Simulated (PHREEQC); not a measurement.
Make-up at 25 °C: 0.078 mol NaNO3, 0.0024 mol Pb(NO3)2 and 0.00053 mol MgSO4 per kg of water. Closed to the air; pH follows from the charge balance.

The numbers come from PHREEQC with the ion-association model, phreeqc.dat.

Precipitation was switched off in this run.

### Question
Predict the pH, specific conductance, density.

### Answer
pH 5.43; specific conductance 8460 µS/cm; density 1.002 g/cm³.

### Question
In which forms is Mg present?

### Answer
Mg+2 98 %, MgSO4 1.5 % of the Mg.

The solution is supersaturated, for example in Anglesite, so a real one may precipitate; this is no full list. Complexes and solids missing from the database can't appear.
